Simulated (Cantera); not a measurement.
Charge: 1 mol C₂F₆, 0.052 mol F₂, held at 1923 K and 63.0 Pa.

These are equilibrium values from Cantera (NASA tables, ideal gas, pure condensed phases), not measurements of a reactor. Candidate condensed phases: C; 13 gas species. The feed counts by its element totals alone. Gases not in the tables: C₂F₆ and larger saturated fluorocarbons. Rates play no part.

Base state: CF₄ 0.682, CF₂ 0.189, F 0.120, CF₃ 0.00800, CF 0.000376 (mole fractions); condensed: C(graphite).

**Question.** What changes in the equilibrium state with this change: 0.02 mol HCl added?

**Answer.** 
```
species             before     after
----------------  --------  --------
CF₄                  0.682     0.665
CF₂                  0.189     0.186
F                    0.120     0.120
HF                       0    0.0104
Cl                       0    0.0104
CF₃                0.00800   0.00785
CF                0.000376  0.000373
C(graphite), mol     0.349     0.353
```
Further candidate phases: C₆H₆, C₇H₈, C₈H₁₈.

**Question.** What changes in the equilibrium state with this change: C₂F₆ replaced by c-C₄F₈?

**Answer.** 
```tsv
species	before	after
CF₄	0.682	0.682
CF₂	0.189	0.189
F	0.120	0.120
CF₃	0.00800	0.00800
CF	0.000376	0.000376
C(graphite), mol	0.349	1.81
```
